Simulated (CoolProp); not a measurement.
R11 at several states: fugacity coefficient from the reference equation and from simpler models built on Tc = 198.0 °C, pc = 44.08 bar, ω = 0.189; each cubic takes its own stable root.

Computed with CoolProp (reference Helmholtz-energy equation of state, Jacobsen 1992).

```csv
T (°C),p (bar),phase,reference
165.15,43.6,liquid,0.4865
72.95,39.5,liquid,0.1146
226.65,15.1,gas,0.9068
```

Task: How far does each simpler model (van der Waals, Soave-Redlich-Kwong, Peng-Robinson) lie from the reference over these 3 states: mean and median of the absolute difference, and the worst?

Result: 
- van der Waals: mean 55.3 %, median 20.4 %, worst +144.9 % at 72.95 °C and 39.5 bar
- Soave-Redlich-Kwong: mean 1.2 %, median 1.6 %, worst +1.9 % at 165.15 °C and 43.6 bar
- Peng-Robinson: mean 1.4 %, median 1.3 %, worst -1.7 % at 165.15 °C and 43.6 bar
